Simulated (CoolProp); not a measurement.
c-C4F8 (RC318) along the isobar 288 kPa: fugacity coefficient from the reference equation and from simpler models built on Tc = 115.2 °C, pc = 2778 kPa, ω = 0.355; each cubic takes its own stable root.

Model: reference Helmholtz-energy equation of state, Platzer 1990, in CoolProp. This equation is an older, rougher fit; its heat capacities, sound speeds and derivatives of the liquid may be far off and weren't checked against measurements.

| T (°C) | phase | reference | van der Waals | Redlich-Kwong | Soave-Redlich-Kwong | Peng-Robinson |
|---|---|---|---|---|---|---|
| -12.35 | liquid | 0.2620 | 0.9223 | (withheld) | 0.2623 | 0.2628 |
| 1.95 | liquid | 0.4616 | 0.9312 | 0.8527 | (withheld) | 0.4594 |
| 16.15 | liquid | 0.7517 | 0.9386 | 0.9200 | 0.7532 | 0.7445 |
| 30.45 | gas | 0.9218 | 0.9451 | 0.9299 | 0.9213 | 0.9168 |
| 44.75 | gas | 0.9330 | 0.9506 | 0.9383 | 0.9318 | 0.9274 |
| 58.95 | gas | 0.9422 | 0.9554 | 0.9453 | 0.9406 | 0.9363 |
| 73.25 | gas | 0.9498 | 0.9596 | 0.9514 | 0.9482 | 0.9440 |
| 87.55 | gas | 0.9562 | 0.9633 | 0.9566 | 0.9547 | 0.9506 |
| 101.75 | gas | 0.9616 | 0.9666 | 0.9611 | 0.9603 | 0.9563 |
| 116.05 | gas | 0.9663 | 0.9695 | 0.9651 | 0.9652 | 0.9613 |
| 130.35 | gas | 0.9702 | 0.9720 | 0.9686 | 0.9694 | (withheld) |
| 144.55 | gas | 0.9737 | 0.9743 | 0.9716 | 0.9730 | 0.9695 |
| 158.85 | gas | 0.9767 | 0.9764 | 0.9743 | 0.9763 | 0.9728 |

**Question.** What belongs in the gaps?

**Answer.** 
- -12.35, Redlich-Kwong: 0.5554
- 1.95, Soave-Redlich-Kwong: 0.4621
- 130.35, Peng-Robinson: 0.9657

At some of these states van der Waals, Redlich-Kwong gives the other phase, because its saturation line lies elsewhere.
